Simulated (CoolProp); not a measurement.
Vapour-liquid equilibrium of C2F6 (R116) (1) + R134a (2) at 234.8 K; x and y are mole fractions of (1).

Model: multi-fluid Helmholtz-energy mixture model, Lemmon 2006 and Tillner-Roth 1994; pair parameters Bell 2016, in CoolProp.

Task: Give the bubble pressure and the first vapour's composition at x = 0.35, 0.75, 0.95. Is there an azeotrope?

Result: x = 0.35: 4.235 bar, y = 0.882; x = 0.75: 5.042 bar, y = 0.921; x = 0.95: 5.579 bar, y = 0.975. No azeotrope shows between x = 0.05 and 0.95.

Pair parameters are fitted to limited data, so mixtures are less certain than the pure fluids. With so large a gap from Raoult's law the liquid may split in two, which this calculation doesn't test in full.
